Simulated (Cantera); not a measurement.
A closed system holds: 1 mol SiH₂Cl₂, 9.2 mol H₂O, 2.2 mol N₂, 0.97 mol O₂, held at 1330 Pa.

Cantera equilibrium calculation (NASA polynomials, part measured and part estimated; ideal gas, pure solids and liquids). Candidate condensed phases: H₂O, NH₄Cl, Si, SiO₂, Si₂N₂O, Si₃N₄; 47 gas species. Kinetics and transport are ignored. All values below are at 777 °C.

Base state: H₂O 0.682, N₂ 0.164, HCl 0.149, H₂ 0.00448 (mole fractions); condensed: SiO₂(β-quartz).

Question: What changes in the equilibrium state with this change: O₂ from 0.97 to 24 mol?

Answer: 
| species | before | after |
|---|---|---|
| O₂ | <1e-9 | 0.632 |
| H₂O | 0.682 | 0.253 |
| N₂ | 0.164 | 0.0604 |
| HCl | 0.149 | 0.0543 |
| H₂ | 0.00448 | <1e-9 |
| Cl₂ | <1e-9 | 0.000258 |
| NO | <1e-9 | 2.54e-5 |
| Cl | 1.43e-7 | 0.000110 |
| SiO₂(β-quartz), mol | 1.00 | 1.00 |
